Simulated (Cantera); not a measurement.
A Cantera script and what it prints.

```python
import numpy as np
import cantera as ct

gas_names = """
    O2 H2O
""".split()
cond_names = """
    Li(L) LiH(L) LiOH(L) Li2O(s)
""".split()


# ... load() reads the species with a 1 bar reference pressure and builds the phases ...
species = {s.name: s for s in load("nasa_gas.yaml", gas_names) + load("nasa_condensed.yaml", cond_names)}
T = 1200
g = {n: (s.thermo.h(T) - T * s.thermo.s(T)) / (ct.gas_constant * T * np.log(10)) for n, s in species.items()}
valid = cond_names  # the entries whose range holds T


def stable(la, lb):
    # potentials (over RT ln 10) of the two non-metals from log10 p(O2) and log10 p(H2O) in bar
    mu = {}
    mu["O"] = (g["O2"] + la) / 2
    mu["H"] = (g["H2O"] + lb - 1 * mu["O"]) / 2
    cost = {}
    for n in valid:
        c = species[n].composition
        cost[n] = (g[n] - sum(c.get(e, 0) * m for e, m in mu.items())) / c["Li"]
    return min(cost, key=cost.get)


results = []
for lb in [0, -1, -2, -3, -4, -5, -6, -7, -8, -9, -10, -11, -12]:
    row = [stable(la, lb) for la in [-15, -13.8, -12.5, -11.3, -10.1, -8.8, -7.6, -6.4, -5.2, -3.9, -2.7, -1.5, -0.2, 1]]
    results.append(row)
    print(f"{lb:6.1f}  " + " ".join(f"{valid.index(n):x}" for n in row))
print("key: " + ", ".join(f"{i:x} {n}" for i, n in enumerate(valid)))
```

It prints:

```
   0.0  2 2 2 2 2 2 2 2 2 2 2 2 2 2
  -1.0  3 3 3 3 3 3 3 3 3 3 3 3 3 3
  -2.0  3 3 3 3 3 3 3 3 3 3 3 3 3 3
  -3.0  3 3 3 3 3 3 3 3 3 3 3 3 3 3
  -4.0  3 3 3 3 3 3 3 3 3 3 3 3 3 3
  -5.0  3 3 3 3 3 3 3 3 3 3 3 3 3 3
  -6.0  3 3 3 3 3 3 3 3 3 3 3 3 3 3
  -7.0  3 3 3 3 3 3 3 3 3 3 3 3 3 3
  -8.0  3 3 3 3 3 3 3 3 3 3 3 3 3 3
  -9.0  3 3 3 3 3 3 3 3 3 3 3 3 3 3
 -10.0  3 3 3 3 3 3 3 3 3 3 3 3 3 3
 -11.0  3 3 3 3 3 3 3 3 3 3 3 3 3 3
 -12.0  3 3 3 3 3 3 3 3 3 3 3 3 3 3
key: 0 Li(L), 1 LiH(L), 2 LiOH(L), 3 Li2O(s)
```

Source: NASA polynomial tables (part measured, part estimated), evaluated in Cantera. Not in the tables: the peroxide.
